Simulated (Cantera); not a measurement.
# Carbothermic reduction: SiO₂ + C + CO

Input: 1 mol SiO₂, 5.4 mol C, 2.8 mol CO, equilibrated at 1648 K and 0.240 Torr.

Equilibrium computed with Cantera from the NASA thermochemical tables; the gas is ideal and each condensed phase is pure. Candidate condensed phases: C, Si, SiC, SiO₂; 20 gas species. Rates play no part.

x(CO): 0.997
x(SiO): 0.00343
x(Si): 9.93e-6
n(C(graphite)): 2.43 mol
n(SiC(s)): 0.983 mol
gas amount: 4.800 mol
log10 activity of Si(s) (absent): -1.91
